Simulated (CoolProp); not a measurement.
Values from CoolProp's reference Helmholtz-energy equation of state, Outcalt 1996. It is a modified Benedict-Webb-Rubin equation, recast in Helmholtz form.

Give the vapour pressure (MPa), vapour density (kg/m³) of saturated R152A at 41.95, 84.25 °C.


```
T (°C)  p (MPa)  vapour density (kg/m³)
------  -------  ----------------------
41.95     0.958                    29.8
84.25      2.56                    91.3
```
